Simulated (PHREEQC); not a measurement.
1 kg of water holding 0.36 mol/kgw Na2SO4, 0.1 mol/kgw KCl and 0.0024 mol/kgw Na2B4O7 is evaporated at 25 °C; the solids stay in contact with the brine. CO2 from the air is kept out. Only these solids could form: Arcanite, Glaserite, Halite, Mirabilite, Misenite, Sylvite, Thenardite, Borax, Boric_acid,s, KB5O8:4H2O, K2B4O7:4H2O, NaBO2:4H2O, NaB5O8:5H2O, Teepleite.

The series has 28 steps of water left (kg), from 1 to 0.004911.

The numbers come from PHREEQC with the Pitzer model, pitzer.dat.

Which solids form, in which order, and at which step of the series does each first stand?

Mirabilite from water left = 0.1321 kg (pH 8.73), last present at water left = 0.03619 kg; Glaserite from water left = 0.09356 kg (pH 8.73); Thenardite from water left = 0.03619 kg (pH 8.59); Borax from water left = 0.02936 kg (pH 8.56); Halite from water left = 0.01624 kg (pH 8.42).

Complexes and solids missing from the database can't appear.
